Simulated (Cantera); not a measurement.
Feed: 1 mol CaCO3, 0.35 mol H2O, equilibrated at 1525 K and 1000 Pa.

Equilibrium computed with Cantera from the NASA thermochemical tables; the gas is ideal and each condensed phase is pure. Candidate condensed phases: C, C6H6, C7H8, C8H18, Ca, CaCO3, CaO, Ca(OH)2, H2O; 115 gas species. Kinetics and transport are ignored.

Base state: CO2 0.738, H2O 0.259, CO 0.00171, O2 0.000934, H2 0.000222, OH 0.000127 (mole fractions); condensed: CaO(s).

**Question.** What changes in the equilibrium state with this change: temperature from 1525 K to 1473 K?

**Answer.** 
```
species        before     after
-----------  --------  --------
CO2             0.738     0.739
H2O             0.259     0.259
CO            0.00171   0.00101
O2           0.000934  0.000560
OH           0.000127   7.12e-5
H2           0.000222  0.000143
CaO(s), mol      1.00      1.00
```

**Question.** What changes in the equilibrium state with this change: temperature from 1525 K to 1098 K?

**Answer.** 
```csv
species,before,after
CO2,0.738,0.741
H2O,0.259,0.259
CO,0.00171,5.09e-6
O2,0.000934,3.38e-6
OH,0.000127,2.12e-7
H2,0.000222,1.77e-6
"CaO(s), mol",1.00,1.00
```

**Question.** What changes in the equilibrium state with this change: temperature from 1525 K to 1150 K?

**Answer.** 
| species | before | after |
|---|---|---|
| CO2 | 0.738 | 0.741 |
| H2O | 0.259 | 0.259 |
| CO | 0.00171 | 1.31e-5 |
| O2 | 0.000934 | 8.33e-6 |
| OH | 0.000127 | 5.95e-7 |
| H2 | 0.000222 | 3.86e-6 |
| CaO(s), mol | 1.00 | 1.00 |
